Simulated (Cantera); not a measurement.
Charge: 1 mol FeS2, 1.1 mol H2, equilibrated at 975 K and 900 Torr.

Cantera equilibrium calculation (NASA polynomials, part measured and part estimated; ideal gas, pure solids and liquids). Candidate condensed phases: Fe, FeS, FeS2, S; 8 gas species. FeS: taken at fixed stoichiometry. Gases not in the tables: S3 to S7. The numbers say what is thermodynamically allowed, not how fast it happens.

Base state: H2S 0.902, H2 0.0954, S2 0.00232 (mole fractions); condensed: FeS(s).

Question: What changes in the equilibrium state with this change: H2 from 1.1 to 15 mol?

Answer: 
```
species       before    after
-----------  -------  -------
H2            0.0954    0.933
H2S            0.902   0.0667
S2           0.00232  1.32e-7
FeS(s), mol     1.00     1.00
```

Question: What changes in the equilibrium state with this change: temperature from 975 K to 1450 K?

Answer: 
```csv
species,before,after
H2S,0.902,0.561
H2,0.0954,0.318
S2,0.00232,0.119
SH,9.69e-6,0.00256
"FeS(s), mol",1.00,1.00
```

Question: What changes in the equilibrium state with this change: 0.014 mol O2 added?

Answer: 
```tsv
species	before	after
H2S	0.902	0.898
H2	0.0954	0.0730
H2O	0	0.0254
S2	0.00232	0.00392
SH	9.69e-6	1.10e-5
FeS(s), mol	1.00	1.00
```
Further candidate phases: FeO, Fe(OH)2, Fe(OH)3, FeSO4, Fe2O3, Fe2(SO4)3, Fe3O4, H2O, H2SO4.
